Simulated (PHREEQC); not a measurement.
Synthetic water in mg/L, 20 °C, pH 2.99, pe 10.6: Na 87.5; K 271; Ca 288; Mg 103; Cl 417; S(6) as SO4 1200; Fe(3) 17.8; O(0) (dissolved oxygen) 8.32; Li 0.0651.

Valence states are taken as typed.

Equilibrium calculation in PHREEQC: ion-association model, phreeqc.dat.

Precipitation was switched off in this run.

Question: Predict the ionic strength.

Answer: ionic strength 0.0463 mol/kgw.

Question: In which forms is S present?

Answer: SO4-2 68 %, CaSO4 14 %, MgSO4 9.8 %, HSO4- 3.5 %, FeSO4+ 1.8 %, KSO4- 1.4 % of the S.

Examples of supersaturated solids here: Jarosite-K, Hematite (slow to form). Others may be too. Species that the database lacks are ignored.
